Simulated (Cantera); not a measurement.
Cantera run, input and output.

```python
import numpy as np
import cantera as ct

gas = ct.Solution("h2o2.yaml")
gas.TPX = 1525, 100000, {'H2': 1, 'O2': 0.633, 'N2': 2.38, 'H2O': 0.22}
reactor = ct.IdealGasConstPressureReactor(gas, energy="on", clone=False)
net = ct.ReactorNet([reactor])
net.rtol, net.atol = 1e-08, 1e-16
show = ['H2', 'O2', 'H2O', 'OH', 'O', 'HO2', 'H']
times = np.geomspace(5e-06, 3, 12)

steps = ct.SolutionArray(gas, extra=["t"])
rows = []
print(f"{'t/s':>10s}{'T/K':>9s}{'P/Pa':>11s}" + "".join(f"{s:>11s}" for s in show))
for t in times:
    while net.time < t:
        t_next = net.step()
        steps.append(gas.state, t=t_next)
    rows.append([np.interp(t, steps.t, y) for y in (steps.T, steps.P, *steps(*show).X.T)])
    print(f"{t:10.3e}{rows[-1][0]:9.1f}{rows[-1][1]:11.4g}" + "".join(f"{x:11.3e}" for x in rows[-1][2:]))
rate = np.gradient(steps.T, steps.t)
print("integrator steps:", len(steps.t))
if steps.T.max() > steps.T[0] + 200:
    print(f"time of steepest temperature rise: {steps.t[rate.argmax()]:.4e} s")
gas.TPX = 1525, 100000, {'H2': 1, 'O2': 0.633, 'N2': 2.38, 'H2O': 0.22}
gas.equilibrate("HP")
print(f"equilibrium (HP): T = {gas.T:.1f} K  " + "  ".join(f"{s} {gas[s].X[0]:.3e}" for s in show))
```

It prints:

```
       t/s      T/K       P/Pa         H2         O2        H2O         OH          O        HO2          H
 5.000e-06   1525.0      1e+05  2.362e-01  1.495e-01  5.202e-02  6.839e-06  7.340e-06  3.280e-06  4.175e-05
 1.676e-05   1828.5      1e+05  4.685e-02  5.436e-02  1.979e-01  2.281e-02  2.868e-02  2.761e-05  7.577e-02
 5.617e-05   2391.5      1e+05  3.853e-02  4.349e-02  2.382e-01  3.293e-02  1.685e-02  1.012e-05  2.930e-02
 1.883e-04   2705.6      1e+05  2.518e-02  3.778e-02  2.699e-01  3.079e-02  8.703e-03  1.062e-05  1.118e-02
 6.311e-04   2732.4      1e+05  2.370e-02  3.729e-02  2.729e-01  3.019e-02  8.031e-03  1.123e-05  9.946e-03
 2.115e-03   2732.4      1e+05  2.370e-02  3.729e-02  2.729e-01  3.019e-02  8.031e-03  1.123e-05  9.946e-03
 7.091e-03   2732.4      1e+05  2.370e-02  3.729e-02  2.729e-01  3.019e-02  8.031e-03  1.123e-05  9.946e-03
 2.377e-02   2732.4      1e+05  2.370e-02  3.729e-02  2.729e-01  3.019e-02  8.031e-03  1.123e-05  9.946e-03
 7.966e-02   2732.4      1e+05  2.370e-02  3.729e-02  2.729e-01  3.019e-02  8.031e-03  1.123e-05  9.946e-03
 2.670e-01   2732.4      1e+05  2.370e-02  3.729e-02  2.729e-01  3.019e-02  8.031e-03  1.123e-05  9.946e-03
 8.950e-01   2732.4      1e+05  2.370e-02  3.729e-02  2.729e-01  3.019e-02  8.031e-03  1.123e-05  9.946e-03
 3.000e+00   2732.4      1e+05  2.370e-02  3.729e-02  2.729e-01  3.019e-02  8.031e-03  1.123e-05  9.946e-03
integrator steps: 1147
time of steepest temperature rise: 1.2994e-05 s
equilibrium (HP): T = 2732.4 K  H2 2.370e-02  O2 3.729e-02  H2O 2.729e-01  OH 3.019e-02  O 8.031e-03  HO2 1.123e-05  H 9.946e-03
```

Detailed kinetics in Cantera: the H2/O2 subset of GRI-Mech 3.0, which has no nitrogen chemistry.
